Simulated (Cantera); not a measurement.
Feed: 1 mol Si(CH₃)₄, a varied amount of HCl, 35 mol H₂, 0.88 mol C₂H₄, equilibrated at 2000 °C and 12.0 mbar.

Equilibrium computed with Cantera from the NASA thermochemical tables; the gas is ideal and each condensed phase is pure. Candidate condensed phases: C, C₆H₆, C₇H₈, C₈H₁₈, Si, SiC; 109 gas species. Gases not in the tables: Si₂H₆ and higher silanes. Rates play no part.

Problem. What share of the Si ends up in condensed phases as a function of n(HCl) (mol), at 0.25, 0.35, 0.47, 0.64, 0.87, 1.2, 1.6, 2.2, 2.9, 4?

Solution. 
| n(HCl) (mol) | Si condensed (%) | as |
|---|---|---|
| 0.25 | 51.1 | SiC(s) |
| 0.35 | 50.9 | SiC(s) |
| 0.47 | 50.6 | SiC(s) |
| 0.64 | 50.2 | SiC(s) |
| 0.87 | 49.6 | SiC(s) |
| 1.2 | 48.6 | SiC(s) |
| 1.6 | 47.3 | SiC(s) |
| 2.2 | 45.0 | SiC(s) |
| 2.9 | 42.0 | SiC(s) |
| 4 | 36.3 | SiC(s) |
